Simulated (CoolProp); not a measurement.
The fluid at 312.57 K and 0.315 MPa (stagnation) flows isentropically through a choked orifice. The same conditions are run with several fluids, on thermodynamics alone (safety and materials aside).

Model: reference Helmholtz-energy equation of state of each fluid (chlorine: Thol 2021; dimethyl ether: Wu 2011; CF4 (R14): Platzer 1990), in CoolProp. The equations of Platzer and Polt are older, rougher fits.

**Question.** Rank chlorine, dimethyl ether, CF4 (R14) by throat to inlet pressure ratio, highest first.

**Answer.** dimethyl ether (0.579), CF4 (R14) (0.572), chlorine (0.541)

| fluid | mass flux (kg/(m² s)) | throat temperature (K) |
|---|---|---|
| chlorine | 1120 | 268.1 |
| dimethyl ether | 861 | 290.8 |
| CF4 (R14) | 1180 | 289.5 |
